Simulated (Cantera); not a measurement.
An adiabatic, constant-volume homogeneous reactor starts with CH4 : O2 : N2 : CO2 = 1 : 2.06 : 7.75 : 1.6 (molar parts), equivalence ratio 0.97, at 1800 K and 3.90 bar. Integrator tolerance rtol = 1e-08.

Detailed kinetics in Cantera: GRI-Mech 3.0 (53 species, 325 reactions).

Q: What does this change do: initial temperature 1800 to 1675 K?

A: 
| quantity | before | after |
|---|---|---|
| time of steepest temperature rise | 38.6 µs | 97.8 µs |
| temperature at 0.600 s | 2872 K | 2832 K |
| equilibrium temperature | 2872 K | 2832 K |
| x(CH4) at 0.600 s | <1e-12 (gas-phase equilibrium <1e-12) | <1e-12 (gas-phase equilibrium <1e-12) |
| x(O2) at 0.600 s | 0.0288 (gas-phase equilibrium 0.0288) | 0.0266 (gas-phase equilibrium 0.0266) |
| x(CO2) at 0.600 s | 0.136 (gas-phase equilibrium 0.136) | 0.143 (gas-phase equilibrium 0.143) |
| x(C2H2) at 0.600 s | <1e-12 (gas-phase equilibrium <1e-12) | <1e-12 (gas-phase equilibrium <1e-12) |
| x(H2O) at 0.600 s | 0.134 (gas-phase equilibrium 0.134) | 0.137 (gas-phase equilibrium 0.137) |
| x(NO2) at 0.600 s | 7.82e-6 (gas-phase equilibrium 7.82e-6) | 7.29e-6 (gas-phase equilibrium 7.29e-6) |

Q: What does this change do: CO2 1.6 to 2.1 parts?

A: 
| quantity | before | after |
|---|---|---|
| time of steepest temperature rise | 38.6 µs | 40.5 µs |
| temperature at 0.600 s | 2872 K | 2822 K |
| equilibrium temperature | 2872 K | 2822 K |
| x(CH4) at 0.600 s | <1e-12 (gas-phase equilibrium <1e-12) | <1e-12 (gas-phase equilibrium <1e-12) |
| x(O2) at 0.600 s | 0.0288 (gas-phase equilibrium 0.0288) | 0.0290 (gas-phase equilibrium 0.0290) |
| x(CO2) at 0.600 s | 0.136 (gas-phase equilibrium 0.136) | 0.165 (gas-phase equilibrium 0.165) |
| x(C2H2) at 0.600 s | <1e-12 (gas-phase equilibrium <1e-12) | <1e-12 (gas-phase equilibrium <1e-12) |
| x(H2O) at 0.600 s | 0.134 (gas-phase equilibrium 0.134) | 0.132 (gas-phase equilibrium 0.132) |
| x(NO2) at 0.600 s | 7.82e-6 (gas-phase equilibrium 7.82e-6) | 7.46e-6 (gas-phase equilibrium 7.46e-6) |
